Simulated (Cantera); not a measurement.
**Stirred combustor or abatement burner**

A perfectly stirred reactor is fed with CO : H2 : O2 : N2 = 1 : 0.22 : 0.836 : 3.14 (molar parts), equivalence ratio 0.73, at 1.00 bar; it is adiabatic with a 448 K inlet, and is followed from long to short residence time, starting on the burning branch (τ in s: 0.033, 0.017, 0.0089, 0.0046, 0.0024, 0.0012, 0.00064, 0.00033, 0.00017, 8.8e-05, 4.5e-05, 2.3e-05, 1.2e-05).

Model: GRI-Mech 3.0 (53 species, 325 reactions), integrated in Cantera.

```json
[
 {"τ (s)": "0.033", "T (K)": "2182", "x CO": "0.0152", "x H2": "0.000634", "x O2": "0.0543", "x HO2": "1.79e-6", "x O": "0.00179", "x H2O2": "4.50e-8", "x OH": "0.00392"},
 {"τ (s)": "0.017", "T (K)": "2142", "x CO": "0.0198", "x H2": "0.000848", "x O2": "0.0564", "x HO2": "2.18e-6", "x O": "0.00251", "x H2O2": "5.43e-8", "x OH": "0.00445"},
 {"τ (s)": "0.0089", "T (K)": "2091", "x CO": "0.0254", "x H2": "0.00113", "x O2": "0.0587", "x HO2": "2.93e-6", "x O": "0.00353", "x H2O2": "7.03e-8", "x OH": "0.00497"},
 {"τ (s)": "0.0046", "T (K)": "2028", "x CO": "0.0320", "x H2": "0.00149", "x O2": "0.0614", "x HO2": "4.23e-6", "x O": "0.00495", "x H2O2": "9.67e-8", "x OH": "0.00543"},
 {"τ (s)": "0.0024", "T (K)": "1954", "x CO": "0.0390", "x H2": "0.00190", "x O2": "0.0642", "x HO2": "6.15e-6", "x O": "0.00673", "x H2O2": "1.38e-7", "x OH": "0.00575"},
 {"τ (s)": "0.0012", "T (K)": "1862", "x CO": "0.0470", "x H2": "0.00239", "x O2": "0.0674", "x HO2": "8.99e-6", "x O": "0.00905", "x H2O2": "2.14e-7", "x OH": "0.00586"},
 {"τ (s)": "0.00064", "T (K)": "1768", "x CO": "0.0550", "x H2": "0.00284", "x O2": "0.0707", "x HO2": "1.23e-5", "x O": "0.0114", "x H2O2": "3.36e-7", "x OH": "0.00566"},
 {"τ (s)": "0.00033", "T (K)": "1650", "x CO": "0.0654", "x H2": "0.00328", "x O2": "0.0755", "x HO2": "1.71e-5", "x O": "0.0135", "x H2O2": "5.83e-7", "x OH": "0.00506"},
 {"τ (s)": "0.00017", "T (K)": "1490", "x CO": "0.0848", "x H2": "0.00372", "x O2": "0.0856", "x HO2": "2.59e-5", "x O": "0.0134", "x H2O2": "1.17e-6", "x OH": "0.00381"},
 {"τ (s)": "8.8e-5", "T (K)": "448", "x CO": "0.192", "x H2": "0.0423", "x O2": "0.161", "x HO2": "<1e-12", "x O": "<1e-12", "x H2O2": "<1e-12", "x OH": "<1e-12"},
 {"τ (s)": "4.5e-5", "T (K)": "448", "x CO": "0.192", "x H2": "0.0423", "x O2": "0.161", "x HO2": "<1e-12", "x O": "<1e-12", "x H2O2": "<1e-12", "x OH": "<1e-12"},
 {"τ (s)": "2.3e-5", "T (K)": "448", "x CO": "0.192", "x H2": "0.0423", "x O2": "0.161", "x HO2": "<1e-12", "x O": "<1e-12", "x H2O2": "<1e-12", "x OH": "<1e-12"},
 {"τ (s)": "1.2e-5", "T (K)": "448", "x CO": "0.192", "x H2": "0.0423", "x O2": "0.161", "x HO2": "<1e-12", "x O": "<1e-12", "x H2O2": "<1e-12", "x OH": "<1e-12"}
]
```
x: mole fraction; the columns are a selection and need not sum to one.
